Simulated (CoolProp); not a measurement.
Vapour-liquid equilibrium of R143a (1) + isobutene (2) at 314.3 K; x and y are mole fractions of (1).

The numbers come from the multi-fluid Helmholtz-energy mixture model, Lemmon and Jacobsen 2000 and Lemmon 2005; pair parameters Bell 2016 in CoolProp.

Task: Give the bubble pressure and the first vapour's composition at x = 0.2, 0.425, 0.725. Is there an azeotrope?

Result: x = 0.2: 0.9464 MPa, y = 0.523; x = 0.425: 1.270 MPa, y = 0.690; x = 0.725: 1.600 MPa, y = 0.838. No azeotrope shows between x = 0.05 and 0.95.

The pair parameters rest on a limited set of measurements; away from them the model extrapolates.
